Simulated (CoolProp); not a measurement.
Vapour-liquid equilibrium of R125 (1) + R143a (2) at 0.917 MPa; x and y are mole fractions of (1).

The numbers come from the multi-fluid Helmholtz-energy mixture model, Lemmon 2005 and Lemmon and Jacobsen 2000; pair parameters Lemmon 2004 in CoolProp.

### Question
Give the bubble temperature and the first vapour's composition at x = 0.45, 0.65, 0.95. Is there an azeotrope?

### Answer
x = 0.45: 12.7 °C, y = 0.464; x = 0.65: 12.0 °C, y = 0.669; x = 0.95: 10.6 °C, y = 0.956. No azeotrope shows between x = 0.05 and 0.95.

Pair parameters are fitted to limited data, so mixtures are less certain than the pure fluids.
